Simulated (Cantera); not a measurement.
An adiabatic, constant-volume homogeneous reactor starts with CH4 : O2 : N2 = 1 : 5.13 : 13.3 (molar parts), equivalence ratio 0.39, at 1498 K and 1.00 bar. Integrator tolerance rtol = 1e-08.

Cantera simulation using GRI-Mech 3.0 (53 species, 325 reactions); the numbers are that mechanism's predictions, not measurements.

**Question.** What does this change do: initial temperature 1498 to 1225 K?

**Answer.** 
| quantity | before | after |
|---|---|---|
| time of steepest temperature rise | 0.670 ms | 14.1 ms |
| temperature at 0.300 s | 2586 K | 2440 K |
| equilibrium temperature | 2586 K | 2440 K |
| x(CH4) at 0.300 s | <1e-12 (gas-phase equilibrium <1e-12) | <1e-12 (gas-phase equilibrium <1e-12) |
| x(O2) at 0.300 s | 0.146 (gas-phase equilibrium 0.146) | 0.150 (gas-phase equilibrium 0.150) |
| x(CH2O) at 0.300 s | 5.97e-12 (gas-phase equilibrium 5.97e-12) | 1.49e-12 (gas-phase equilibrium 1.49e-12) |
| x(CH2) at 0.300 s | <1e-12 (gas-phase equilibrium <1e-12) | <1e-12 (gas-phase equilibrium <1e-12) |
| x(H) at 0.300 s | 0.00112 (gas-phase equilibrium 0.00112) | 0.000382 (gas-phase equilibrium 0.000382) |

**Question.** What does this change do: pressure from 1.00 bar to 5.00 bar?

**Answer.** 
```csv
quantity,before,after
time of steepest temperature rise,0.670 ms,0.179 ms
temperature at 0.300 s,2586 K,2644 K
equilibrium temperature,2586 K,2644 K
x(CH4) at 0.300 s,<1e-12 (gas-phase equilibrium <1e-12),<1e-12 (gas-phase equilibrium <1e-12)
x(O2) at 0.300 s,0.146 (gas-phase equilibrium 0.146),0.146 (gas-phase equilibrium 0.146)
x(CH2O) at 0.300 s,5.97e-12 (gas-phase equilibrium 5.97e-12),1.11e-11 (gas-phase equilibrium 1.11e-11)
x(CH2) at 0.300 s,<1e-12 (gas-phase equilibrium <1e-12),<1e-12 (gas-phase equilibrium <1e-12)
x(H) at 0.300 s,0.00112 (gas-phase equilibrium 0.00112),0.000483 (gas-phase equilibrium 0.000483)
```
